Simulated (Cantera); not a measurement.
Mixture: C3H8 : O2 : N2 = 1 : 4.17 : 16.7 (molar parts), equivalence ratio 1.2, at 900 Torr, adiabatic and at constant pressure. Ignition delay is the time to a rise of 400 K.

Cantera simulation using GRI-Mech 3.0 (53 species, 325 reactions); the numbers are that mechanism's predictions, not measurements. GRI-Mech 3.0 was tuned for natural gas; its chemistry of propane as a main component is partial and can be far from experiment.

Task: What does this change do: pressure from 900 Torr to 760 Torr?

Result: 
```json
[
 {"quantity": "delay at 1298 K", "before": "0.987 ms", "after": "1.07 ms"},
 {"quantity": "delay at 1348 K", "before": "0.452 ms", "after": "0.493 ms"},
 {"quantity": "delay at 1398 K", "before": "0.228 ms", "after": "0.250 ms"},
 {"quantity": "delay at 1448 K", "before": "0.126 ms", "after": "0.139 ms"},
 {"quantity": "delay at 1498 K", "before": "75.2 µs", "after": "83.6 µs"},
 {"quantity": "delay at 1548 K", "before": "48.3 µs", "after": "54.1 µs"},
 {"quantity": "delay at 1598 K", "before": "33.0 µs", "after": "37.2 µs"},
 {"quantity": "apparent activation energy between 1498 and 1598 K", "before": "160 kJ/mol", "after": "160 kJ/mol"}
]
```

Task: What does this change do: O2 4.17 to 3.3 parts?

Result: 
```json
[
 {"quantity": "delay at 1298 K", "before": "0.987 ms", "after": "1.17 ms"},
 {"quantity": "delay at 1348 K", "before": "0.452 ms", "after": "0.539 ms"},
 {"quantity": "delay at 1398 K", "before": "0.228 ms", "after": "0.273 ms"},
 {"quantity": "delay at 1448 K", "before": "0.126 ms", "after": "0.151 ms"},
 {"quantity": "delay at 1498 K", "before": "75.2 µs", "after": "90.7 µs"},
 {"quantity": "delay at 1548 K", "before": "48.3 µs", "after": "58.4 µs"},
 {"quantity": "delay at 1598 K", "before": "33.0 µs", "after": "40.0 µs"},
 {"quantity": "apparent activation energy between 1498 and 1598 K", "before": "160 kJ/mol", "after": "160 kJ/mol"}
]
```
